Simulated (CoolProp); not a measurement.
Saturation properties of R141b (Tc = 477.5 K, pc = 4212 kPa, ω = 0.220).

Model: reference Helmholtz-energy equation of state, Lemmon 2006, in CoolProp. It is a short technical equation, of lower accuracy than the large ones.

```tsv
T (K)	p (kPa)	liquid density (kg/m³)	vapour density (kg/m³)	surface tension (mN/m)	liquid viscosity (µPa s)
316.6	148.8	1197	6.961	15.9	333
331.8	236.8	?	10.78	?	284
346.9	?	1134	16.02	12.4	244
362.1	524.9	1099	23.11	10.6	211
377.3	742.2	?	32.50	8.97	182
392.5	1020	1023	44.84	7.35	?
407.7	1367	979.3	61.03	5.79	136
422.9	1794	930.8	82.54	4.30	116
438.1	?	874.5	112.0	2.91	98.3
453.3	2935	804.9	155.3	1.63	80.7
468.5	3686	701.5	233.1	?	61.3
```

Problem. Fill in the missing entries.

Solution. 
- 331.8, liquid density (kg/m³): 1166
- 331.8, surface tension (mN/m): 14.1
- 346.9, p (kPa): 359.0
- 377.3, liquid density (kg/m³): 1062
- 392.5, liquid viscosity (µPa s): 158
- 438.1, p (kPa): 2312
- 468.5, surface tension (mN/m): 0.526

It boils at 305.2 K under 1 atm.

Viscosity comes from a separate model (Huber 2003), an estimate that may be off by 10 % or more. Surface tension comes from a separate correlation (Mulero 2012).
